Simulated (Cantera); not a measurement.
Cantera run, input and output.

```python
import numpy as np
import cantera as ct

gas = ct.Solution("gri30.yaml")
gas.TPX = 1075, 17000, {'C2H6': 1, 'H2': 66}
inlet = ct.Reservoir(gas, clone=True)

reactor = ct.IdealGasConstPressureReactor(gas, energy="off", clone=False)
exhaust = ct.Reservoir(gas, clone=True)
tau = [3.3, 1.4, 0.56, 0.23, 0.096, 0.039, 0.016, 0.0067, 0.0028][0]
for a, b in ((inlet, reactor), (reactor, exhaust)):
    ct.MassFlowController(a, b, mdot=lambda t: reactor.mass / tau)
net = ct.ReactorNet([reactor])
show = ['C2H6', 'H2', 'CH2', 'H', 'C2H4', 'CH4']

rows = []
print(f"{'tau/s':>10s}{'T/K':>9s}" + "".join(f"{s:>11s}" for s in show))
for tau in [3.3, 1.4, 0.56, 0.23, 0.096, 0.039, 0.016, 0.0067, 0.0028]:
    net.initial_time = 0.0
    net.advance(30 * tau)
    before = gas.X
    net.advance(40 * tau)
    drift = np.max(np.abs(gas.X - before) / (gas.X + 1e-9))
    rows.append([gas.T, *gas[show].X, drift])
    print(f"{tau:10.3e}{gas.T:9.1f}" + "".join(f"{x:11.3e}" for x in gas[show].X))
```

Output:

```
     tau/s      T/K       C2H6         H2        CH2          H       C2H4        CH4
 3.300e+00   1075.0  2.573e-03  9.830e-01  7.857e-14  1.358e-06  9.692e-03  4.395e-03
 1.400e+00   1075.0  3.781e-03  9.838e-01  8.043e-14  1.491e-06  9.361e-03  2.875e-03
 5.600e-01   1075.0  5.875e-03  9.843e-01  9.192e-14  1.609e-06  7.927e-03  1.817e-03
 2.300e-01   1075.0  8.653e-03  9.846e-01  1.066e-13  1.664e-06  5.617e-03  1.071e-03
 9.600e-02   1075.0  1.139e-02  9.849e-01  1.096e-13  1.627e-06  3.210e-03  5.359e-04
 3.900e-02   1075.0  1.339e-02  9.850e-01  8.465e-14  1.449e-06  1.410e-03  2.015e-04
 1.600e-02   1075.0  1.442e-02  9.851e-01  3.859e-14  1.082e-06  4.738e-04  5.205e-05
 6.700e-03   1075.0  1.480e-02  9.851e-01  9.066e-15  6.194e-07  1.179e-04  9.082e-06
 2.800e-03   1075.0  1.490e-02  9.851e-01  1.810e-15  2.855e-07  2.283e-05  1.660e-06
```

Computed with Cantera and GRI-Mech 3.0 (53 species, 325 reactions). GRI-Mech 3.0 stops at C3 and has no aromatics, soot or wall deposition, so with more carbon than oxygen in the feed, carbon stays in small species such as C2H2 where larger ones or solid carbon would form.
